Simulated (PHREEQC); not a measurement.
Consider water at 20 °C with 0.022 mol/kgw Pb(NO3)2 and 0.00048 mol/kgw KBr. Closed to the air; pH follows from the charge balance.

The numbers come from PHREEQC with the ion-association model, phreeqc.dat.

No solid was allowed to form.

Question: Predict the pH, density.

Answer: pH 4.77; density 1.005 g/cm³.

Question: In which forms is Br present?

Answer: Br- 71 %, PbBr+ 29 % of the Br.

Complexes and solids missing from the database can't appear.
